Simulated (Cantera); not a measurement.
Low-pressure radical oxidation in H2/O2

An isothermal, constant-pressure homogeneous reactor starts with H2 : O2 : N2 = 0.25 : 1 : 0.44 (molar parts), at 900 K and 2670 Pa.

Detailed kinetics in Cantera: the H2/O2 subset of GRI-Mech 3.0, which has no nitrogen chemistry. Radical loss at walls, strong at low pressure, is not modelled. Below about 950 K walls govern HO2 and H2O2 in real vessels. The temperature is held fixed by assumption; the heat of reaction is taken as removed at once.

```csv
t (s),x H2,x O2,x H,x H2O,x O,x HO2,x H2O2
7.00e-5,0.148,0.592,5.40e-12,<1e-12,<1e-12,5.74e-12,<1e-12
0.000227,0.148,0.592,2.11e-11,9.81e-12,6.28e-12,1.92e-11,<1e-12
0.000736,0.148,0.592,2.39e-10,2.98e-10,9.92e-11,7.98e-11,<1e-12
0.00239,0.148,0.592,2.07e-7,3.16e-7,8.86e-8,2.05e-8,4.10e-12
0.00774,0.0143,0.554,0.0165,0.132,0.00607,2.62e-5,1.02e-6
0.0251,0.00102,0.559,3.87e-5,0.159,0.000213,1.06e-5,5.63e-7
0.0814,0.000226,0.559,2.34e-6,0.159,3.56e-5,3.61e-6,2.90e-7
0.264,3.57e-5,0.559,1.50e-7,0.160,5.40e-6,8.43e-7,1.14e-7
0.856,3.30e-6,0.559,6.66e-9,0.160,6.60e-7,1.16e-7,3.77e-8
2.78,1.80e-7,0.559,3.05e-10,0.160,9.22e-8,1.48e-8,1.21e-8
9.00,6.54e-9,0.559,2.37e-11,0.160,1.80e-8,2.78e-9,3.95e-9
```
x: mole fraction; the columns are a selection and need not sum to one.

Equilibrium at this temperature and pressure: H2 4.21e-12, O2 0.559, H <1e-12, H2O 0.160, O 2.48e-11, HO2 1.68e-10, H2O2 1.33e-11 (gas phase only).
